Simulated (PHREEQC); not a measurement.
A column of 0.1 m (40 cells, dispersivity 0.0035 m, 3600 s a shift, diffusion coefficient 3e-10 m²/s) holds 0.0011 eq of the database's cation exchanger X per kg of pore water, first in equilibrium with 0.0019 mol KBr and 1e-05 mol HCl per kg of water. It is flushed with 0.00062 mol MgSO4 and 1e-05 mol HCl per kg of water, at 15 °C. Values are for the last cell. CO2 from the air is kept out. Precipitation was switched off in this run.

Equilibrium calculation in PHREEQC: ion-association model, phreeqc.dat.

| pore volumes | Mg in solution (mol/kgw) | S in solution (mol/kgw) | Br in solution (mol/kgw) | K in solution (mol/kgw) | KX on the exchanger (mol/kgw) |
|---|---|---|---|---|---|
| 0 | 0 | 0 | 0.00190 | 0.00190 | 0.00110 |
| 0.3875 | 0 | 1.72e-7 | 0.00190 | 0.00190 | 0.00110 |
| 0.7625 | 0 | … | 0.00152 | 0.00177 | 0.00110 |
| 1.137 | 0 | 0.000451 | 0.000519 | 0.00142 | 0.00110 |
| 1.512 | 9.30e-13 | … | 9.66e-5 | 0.00127 | 0.00110 |
| 1.887 | 0.000402 | 0.000616 | 1.32e-5 | 0.000440 | 6.77e-5 |
| 2.138 | 0.000570 | 0.000619 | 3.20e-6 | 0.000102 | 1.36e-5 |
| 2.513 | 0.000614 | 0.000620 | … | 1.28e-5 | 1.65e-6 |
| 2.888 | 0.000619 | 0.000620 | … | 1.66e-6 | 2.13e-7 |
| 3.263 | 0.000620 | 0.000620 | 3.52e-9 | 2.17e-7 | 2.77e-8 |
| 3.638 | 0.000620 | 0.000620 | 3.38e-10 | 2.82e-8 | 3.61e-9 |
| 4.013 | 0.000620 | 0.000620 | 3.19e-11 | 3.66e-9 | 4.68e-10 |

**Question.** What belongs in the gaps?

**Answer.** 
- 0.7625, S in solution (mol/kgw): 0.000124
- 1.512, S in solution (mol/kgw): 0.000588
- 2.513, Br in solution (mol/kgw): 3.50e-7
- 2.888, Br in solution (mol/kgw): 3.58e-8
